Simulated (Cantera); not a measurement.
# Thermodynamics of silicon oxide and oxynitride deposition, feed SiCl4 + O2 + H2

Feed: 1 mol SiCl4, 0.072 mol O2, 22 mol H2, equilibrated at 4.80 mbar.

Method: chemical equilibrium by Gibbs-energy minimisation in Cantera with the NASA 1993 tables (ideal gas, pure condensed phases). Candidate condensed phases: H2O, Si, SiO2; 30 gas species. Mutual solubility and eutectic melting of coexisting phases are not modelled. The tables' values for SiCl3, SiCl are old estimates; treat these amounts as uncertain. The tables hold silica as quartz up to 1696 K and as liquid above; real silica turns to tridymite and cristobalite and melts near 1996 K. Kinetics and transport are ignored.

```
T (K)   x H2   x HCl   x SiCl4   x SiCl2  x SiHCl3     x SiO  n SiO2(β-quartz)  n Si(s)
-----  -----  ------  --------  --------  --------  --------  ----------------  -------
900    0.942  0.0183    0.0346  0.000135   0.00507  5.50e-10            0.0720        0
950    0.938  0.0215    0.0320  0.000744   0.00642   1.20e-8            0.0720        0
1000   0.930  0.0324    0.0286   0.00192   0.00577   1.08e-7            0.0720   0.0499
1050   0.919  0.0460    0.0237   0.00431   0.00492   7.91e-7            0.0720    0.102
1100   0.905  0.0612    0.0177   0.00843   0.00386   4.80e-6            0.0719    0.145
1150   0.892  0.0758    0.0113    0.0142   0.00271   2.48e-5            0.0717    0.168
1200   0.881  0.0872   0.00600    0.0204   0.00165  0.000112            0.0707    0.170
1250   0.874  0.0939   0.00268    0.0254  0.000886  0.000444            0.0667    0.156
1300   0.869  0.0968   0.00109    0.0287  0.000444   0.00159            0.0530    0.128
1350   0.865  0.0972  0.000431    0.0308  0.000219   0.00514            0.0101   0.0700
1400   0.863  0.0970  0.000177    0.0321  0.000111   0.00597                 0   0.0454
1450   0.863  0.0964   7.57e-5    0.0332   5.84e-5   0.00597                 0   0.0316
1500   0.863  0.0956   3.41e-5    0.0340   3.18e-5   0.00597                 0   0.0185
```
x: gas mole fraction; n: condensed amount in mol.

From 900 K to 950 K the condensed part is SiO2(β-quartz). From 1000 K to 1350 K the condensed part is Si(s) + SiO2(β-quartz). From 1400 K to 1500 K the condensed part is Si(s). The main Si-bearing gas is SiCl4 at 900 K and SiCl2 at 1500 K. The share of Si in condensed phases is highest at 1200 K (24.1 %) and lowest at 1500 K (1.9 %).
